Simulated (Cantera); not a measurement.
Cantera run:

```python
import numpy as np
import cantera as ct

gas_names = """
    AL ALCL
""".split()
cond_names = """
    ALCL3(s) ALCL3(L)
""".split()


# ... load() reads the species with a 1 bar reference pressure and builds the phases ...
species = {s.name: s for s in load("nasa_gas.yaml", gas_names) + load("nasa_condensed.yaml", cond_names)}
# Each term lists the table entries of one substance; the one whose range holds T is used.
reactions = {
    '2 Al(g) + AlCl3 = 3 AlCl(g)':
        [(-2, ['AL']), (-1, ['ALCL3(s)', 'ALCL3(L)']), (3, ['ALCL'])],
}


def pick(names, T):
    return next(species[n] for n in names if species[n].thermo.min_temp <= T <= species[n].thermo.max_temp)


results = []
for label, terms in reactions.items():
    print(label)
    print("     T/K   dH/kJ  dS/(J/K)   dG/kJ   log10 K")
    for T in [373, 398, 423, 448, 473, 498]:
        used = [(nu, pick(names, T)) for nu, names in terms]
        dH = sum(nu * s.thermo.h(T) for nu, s in used) / 1e6
        dS = sum(nu * s.thermo.s(T) for nu, s in used) / 1e3
        dG = dH - T * dS / 1e3
        logK = -dG * 1e6 / (ct.gas_constant * T * np.log(10))
        results.append((label, T, dH, dS, dG, logK, [s.name for _, s in used]))
        print(f"{T:8g} {dH:8.1f} {dS:8.1f} {dG:8.1f} {logK:8.2f}")
```

Result:

```
2 Al(g) + AlCl3 = 3 AlCl(g)
     T/K   dH/kJ  dS/(J/K)   dG/kJ   log10 K
     373   -110.5    238.4   -199.4    27.93
     398   -111.4    236.2   -205.4    26.95
     423   -112.2    234.1   -211.3    26.09
     448   -113.2    232.0   -217.1    25.31
     473   -149.6    153.6   -222.3    24.55
     498   -151.1    150.6   -226.1    23.72
```

Source: NASA polynomial tables (part measured, part estimated), evaluated in Cantera. Condensed species are held in their standard states even where they would react or evaporate.
